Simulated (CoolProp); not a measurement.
Properties of R114 along the isobar 1.01 bar.

The numbers come from the reference Helmholtz-energy equation of state, Platzer 1990 in CoolProp. This equation is an older, rougher fit.

```csv
T (K),phase,density (kg/m³),cv (kJ/(kg K)),Joule-Thomson coefficient (K/MPa),isothermal compressibility (1/MPa),expansivity (1/kK)
383.3,gas,5.493,0.7288,10.45,10.04,2.726
392.3,gas,5.361,0.7366,9.914,10.03,2.656
401.2,gas,5.238,0.7442,9.422,10.02,2.590
410.2,gas,5.119,0.7517,8.965,10.01,2.528
419.2,gas,5.005,0.7590,8.542,10.01,2.468
428.2,gas,4.896,0.7661,8.151,9.998,2.411
437.2,gas,4.792,0.7730,7.788,9.992,2.358
446.1,gas,4.694,0.7797,7.454,9.985,2.307
455.1,gas,4.598,0.7863,7.138,9.980,2.258
464.1,gas,4.507,0.7927,6.843,9.974,2.211
473.1,gas,4.419,0.7989,6.567,9.970,2.166
482,gas,4.335,0.8049,6.311,9.965,2.123
491,gas,4.254,0.8108,6.067,9.961,2.082
500,gas,4.176,0.8165,5.837,9.957,2.042
```
